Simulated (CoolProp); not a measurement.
Model: reference Helmholtz-energy equation of state, Thol 2021, in CoolProp.

For chlorine, give the phase and the density (kg/m³), cv (kJ/(kg K)), Joule-Thomson coefficient (K/MPa), isothermal compressibility (1/MPa) at 290 K and 4.25 MPa.


- 290 K and 4.25 MPa: liquid; density 1430, cv 0.487, Joule-Thomson coefficient -0.286, isothermal compressibility 0.00183
